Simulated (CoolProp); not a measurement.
Saturation properties of hydrogen chloride.

Model: reference Helmholtz-energy equation of state, Thol 2018, in CoolProp.

| T (K) | p (MPa) | vapour density (kg/m³) | enthalpy of vaporisation (kJ/kg) | liquid cp (kJ/(kg K)) |
|---|---|---|---|---|
| 214.2 | 0.3651 | 8.036 | 413.3 | 1.691 |
| 221.7 | 0.4974 | 10.76 | 403.4 | ___ |
| 229.2 | 0.6633 | 14.15 | 392.7 | 1.730 |
| 236.7 | 0.8677 | 18.33 | 381.4 | 1.758 |
| 244.2 | 1.116 | 23.44 | 369.2 | 1.792 |
| 251.7 | 1.413 | 29.65 | 356.0 | 1.834 |
| 259.2 | 1.766 | 37.17 | 341.8 | ___ |
| 266.7 | 2.180 | 46.30 | 326.2 | 1.956 |
| 274.2 | 2.661 | 57.40 | 309.0 | 2.047 |
| 281.7 | 3.217 | 71.04 | 289.9 | 2.170 |
| 289.2 | 3.855 | 88.00 | ___ | 2.346 |
| 296.7 | 4.584 | 109.6 | 243.2 | 2.619 |

### Question
Fill in the missing entries.

### Answer

- 221.7, liquid cp (kJ/(kg K)): 1.709
- 259.2, liquid cp (kJ/(kg K)): 1.888
- 289.2, enthalpy of vaporisation (kJ/kg): 268.2

It boils at 188.2 K under 1 atm.
